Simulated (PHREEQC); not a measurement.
A solution holds 0.00125 mol/kgw NH4HSO4, at 25 °C. Closed to the air; pH follows from the charge balance.

All values are PHREEQC results (ion-association model, phreeqc.dat), not measurements.

This is a speciation only: nothing precipitates in the calculation.

Order these S species by the share of S that they hold, largest first: NH4SO4-, HSO4-, SO4-2.

SO4-2 (91 %), HSO4- (7.9 %), NH4SO4- (1.1 %)

The pH is 2.96 and the ionic strength 0.00352 mol/kgw.
